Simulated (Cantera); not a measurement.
Equilibrium for metals in furnace atmospheres: Fe + SO2 + N2

Feed: 1 mol Fe, 0.44 mol SO2, 11 mol N2, held at 1227 °C and 0.0100 bar.

These are equilibrium values from Cantera (NASA tables, ideal gas, pure condensed phases), not measurements of a reactor. Candidate condensed phases: Fe, FeO, FeS, FeSO4, FeS2, Fe2O3, Fe2(SO4)3, Fe3O4, S; 19 gas species. Metal and sulfide melt together well below either melting point, which pure phases cannot show. Mutual solubility and eutectic melting of coexisting phases are not modelled. The tables' stoichiometric FeO is somewhat more stable than real wüstite, so its field is too wide. FeO, FeS: taken at fixed stoichiometry. Kinetics and transport are ignored.

```
Item                                 Result
--------------------------------  ---------
x(N2)                                 0.987
x(S2)                                0.0103
x(SO2)                              0.00236
x(SO)                              0.000421
x(S)                                4.14e-5
x(S2O)                              2.49e-5
x(Fe)                               6.04e-6
n(FeO(s))                         0.822 mol
n(FeS(l))                         0.177 mol
gas amount                        11.15 mol
log10 activity of Fe(γ) (absent)      -0.40
log10 activity of S(l) (absent)       -3.20
```
